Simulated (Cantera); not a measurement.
# Thermodynamics of iron carbonyl, mercury and lead vapours, feed PbO + N2

Input: 1 mol PbO, 0.32 mol N2, equilibrated at 0.133 bar.

Cantera equilibrium calculation (NASA polynomials, part measured and part estimated; ideal gas, pure solids and liquids). Candidate condensed phases: Pb, PbO, PbO2, Pb3O4; 12 gas species. Gases not in the tables: (PbO)n polymers. Rates play no part.

From 573 K to 723 K the condensed part is PbO(red). From 873 K to 1023 K the condensed part is PbO(yellow). From 1173 K to 1623 K the condensed part is PbO(l).

| T (K) | x N2 | x PbO | x Pb | x O2 | x NO | n PbO(red) | n PbO(yellow) | n PbO(l) |
|---|---|---|---|---|---|---|---|---|
| 573 | 1.00 | <1e-12 | <1e-12 | 2.20e-12 | <1e-12 | 1.00 | 0 | 0 |
| 723 | 1.00 | 5.81e-12 | <1e-12 | 3.92e-12 | 2.26e-12 | 1.00 | 0 | 0 |
| 873 | 1.00 | 1.77e-8 | 4.01e-9 | 1.79e-9 | 6.57e-10 | 0 | 1.00 | 0 |
| 1023 | 1.000 | 4.82e-6 | 9.04e-7 | 4.20e-7 | 6.38e-8 | 0 | 1.000 | 0 |
| 1173 | 1.000 | 0.000290 | 4.84e-5 | 2.33e-5 | 1.88e-6 | 0 | 0 | 1.000 |
| 1323 | 0.994 | 0.00501 | 0.000857 | 0.000417 | 2.29e-5 | 0 | 0 | 0.998 |
| 1473 | 0.941 | 0.0466 | 0.00825 | 0.00404 | 0.000162 | 0 | 0 | 0.981 |
| 1623 | 0.644 | 0.279 | 0.0513 | 0.0253 | 0.000670 | 0 | 0 | 0.836 |
x: gas mole fraction; n: condensed amount in mol.
